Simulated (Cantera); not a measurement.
A closed system holds: 1 mol HMDSO, 0.66 mol NO, at 1948 K and 9.50 Pa.

Cantera equilibrium calculation (NASA polynomials, part measured and part estimated; ideal gas, pure solids and liquids). Candidate condensed phases: C, C6H6, C7H8, C8H18, H2O, Si, SiC, SiO2, Si2N2O, Si3N4; 151 gas species. The feed counts by its element totals alone. Rates play no part.

Base state: H2 0.719, CO 0.141, H 0.0983, N2 0.0273, Si 0.0110, HCN 0.00167, SiO 0.00116, C2H2 (acetylene) 0.000387 (mole fractions); condensed: C(graphite) + SiC(s).

**Question.** What changes in the equilibrium state with this change: temperature from 1948 K to 1450 K?

**Answer.** 
```
species             before     after
----------------  --------  --------
H2                   0.719     0.818
CO                   0.141     0.151
N2                  0.0273    0.0300
H                   0.0983  0.000878
Si                  0.0110   1.93e-7
SiO                0.00116  0.000238
SiC2              0.000355     <1e-9
Si2C              0.000241     <1e-9
C(graphite), mol      2.47      2.34
SiC(s), mol           1.85      2.00
```

**Question.** What changes in the equilibrium state with this change: pressure from 9.50 Pa to 100000 Pa?

**Answer.** 
| species | before | after |
|---|---|---|
| H2 | 0.719 | 0.816 |
| CO | 0.141 | 0.150 |
| N2 | 0.0273 | 0.0291 |
| H | 0.0983 | 0.00102 |
| Si | 0.0110 | 1.05e-6 |
| SiO | 0.00116 | 0.00123 |
| CH4 | 2.40e-8 | 0.000326 |
| H2O | 1.39e-9 | 1.77e-5 |
| Si2C | 0.000241 | 2.29e-8 |
| SiC2 | 0.000355 | 3.37e-8 |
| C(graphite), mol | 2.47 | 2.33 |
| SiC(s), mol | 1.85 | 1.99 |
